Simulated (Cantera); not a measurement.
# Counterflow diffusion flame

A counterflow diffusion flame at 1.00 bar, nozzles 20 mm apart: fuel side 94.1 % CH₄, 5.93 % C₂H₆ at 475 K, oxidiser side 26.0 % O₂, 74.0 % N₂ at 400 K, fuel mass flux 0.59 times the oxidiser's; mixture-averaged transport, no radiation.

Detailed kinetics in Cantera: GRI-Mech 3.0 (53 species, 325 reactions). GRI-Mech 3.0 has no aromatics or soot, which form on the fuel side of real flames. The maximum strain rate includes the flame's own expansion and is several times the mean.

```json
[
 {"oxidiser flux (kg/m²/s)": "0.25", "max strain (1/s)": "178", "mean strain (1/s)": "31.6", "T max (K)": "2286", "peak x OH": "0.0125", "peak x H": "0.00560", "peak x NO": "0.000460", "peak x CO": "0.0810", "peak x C₂H₂": "0.0223"},
 {"oxidiser flux (kg/m²/s)": "0.35", "max strain (1/s)": "237", "mean strain (1/s)": "44.2", "T max (K)": "2267", "peak x OH": "0.0125", "peak x H": "0.00586", "peak x NO": "0.000420", "peak x CO": "0.0792", "peak x C₂H₂": "0.0215"},
 {"oxidiser flux (kg/m²/s)": "0.49", "max strain (1/s)": "317", "mean strain (1/s)": "61.9", "T max (K)": "2250", "peak x OH": "0.0125", "peak x H": "0.00613", "peak x NO": "0.000385", "peak x CO": "0.0776", "peak x C₂H₂": "0.0206"},
 {"oxidiser flux (kg/m²/s)": "0.69", "max strain (1/s)": "429", "mean strain (1/s)": "87.1", "T max (K)": "2236", "peak x OH": "0.0124", "peak x H": "0.00642", "peak x NO": "0.000351", "peak x CO": "0.0762", "peak x C₂H₂": "0.0198"},
 {"oxidiser flux (kg/m²/s)": "0.97", "max strain (1/s)": "583", "mean strain (1/s)": "122", "T max (K)": "2223", "peak x OH": "0.0124", "peak x H": "0.00672", "peak x NO": "0.000319", "peak x CO": "0.0751", "peak x C₂H₂": "0.0190"},
 {"oxidiser flux (kg/m²/s)": "1.4", "max strain (1/s)": "812", "mean strain (1/s)": "177", "T max (K)": "2206", "peak x OH": "0.0122", "peak x H": "0.00699", "peak x NO": "0.000279", "peak x CO": "0.0740", "peak x C₂H₂": "0.0179"},
 {"oxidiser flux (kg/m²/s)": "1.9", "max strain (1/s)": "1070", "mean strain (1/s)": "240", "T max (K)": "2188", "peak x OH": "0.0119", "peak x H": "0.00715", "peak x NO": "0.000243", "peak x CO": "0.0731", "peak x C₂H₂": "0.0169"},
 {"oxidiser flux (kg/m²/s)": "2.7", "max strain (1/s)": "1470", "mean strain (1/s)": "341", "T max (K)": "2166", "peak x OH": "0.0115", "peak x H": "0.00727", "peak x NO": "0.000199", "peak x CO": "0.0722", "peak x C₂H₂": "0.0156"}
]
```
x: mole fraction; the columns are a selection and need not sum to one.
